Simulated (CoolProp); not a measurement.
A simple Rankine cycle with n-butane: condensing at 307.15 K, boiler at 0.982 MPa, turbine inlet 356.8 K, turbine efficiency 0.85, pump efficiency 0.6, no recuperator. Each further row changes one setting.

Computed with CoolProp (reference Helmholtz-energy equation of state, Bücker 2006).

```csv
case,thermal efficiency (%),net work (kJ/kg),heat in (kJ/kg),turbine exit temperature (K),volume ratio over the turbine
as stated,9.1,38.5,423,324.3,3.19
turbine inlet 376.8 K,9.0,42.2,468,345.6,3.12
condensing temperature 299.15 K,10.6,46.9,442,318.3,4.03
boiler pressure 0.687 MPa,6.5,28.1,435,336.0,2.16
turbine efficiency 0.75,8.0,33.7,423,326.8,3.22
```
